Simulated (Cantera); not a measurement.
Input: 1 mol Cr, 0.03 mol H₂O, 17 mol N₂, at 1898.15 K and 3.80 bar.

These are equilibrium values from Cantera (NASA tables, ideal gas, pure condensed phases), not measurements of a reactor. Candidate condensed phases: Cr, CrN, Cr₂N, Cr₂O₃, H₂O; 29 gas species. Mutual solubility and eutectic melting of coexisting phases are not modelled. The numbers say what is thermodynamically allowed, not how fast it happens.

Base state: N₂ 0.998, H₂ 0.00176, Cr 7.99e-5, H₂O 1.89e-5, H 1.68e-5 (mole fractions); condensed: Cr₂N(s) + Cr₂O₃(s).

Task: What changes in the equilibrium state with this change: H₂O from 0.03 to 26 mol?

Result: 
| species | before | after |
|---|---|---|
| H₂O | 1.89e-5 | 0.570 |
| N₂ | 0.998 | 0.395 |
| H₂ | 0.00176 | 0.0349 |
| Cr | 7.99e-5 | 1.35e-9 |
| OH | 1.48e-8 | 0.000100 |
| H | 1.68e-5 | 7.50e-5 |
| Cr₂N(s), mol | 0.489 | 0 |
| Cr₂O₃(s), mol | 0.00989 | 0.500 |

Task: What changes in the equilibrium state with this change: temperature from 1898.15 K to 1075 K?

Result: 
```json
[
 {"species": "N₂", "before": "0.998", "after": "0.998"},
 {"species": "H₂", "before": "0.00176", "after": "0.00181"},
 {"species": "H₂O", "before": "1.89e-5", "after": "8.67e-7"},
 {"species": "Cr", "before": "7.99e-5", "after": "<1e-9"},
 {"species": "H", "before": "1.68e-5", "after": "<1e-9"},
 {"species": "Cr₂N(s), mol", "before": "0.489", "after": "0"},
 {"species": "Cr₂O₃(s), mol", "before": "0.00989", "after": "0.01000"},
 {"species": "CrN(s), mol", "before": "0", "after": "0.980"}
]
```
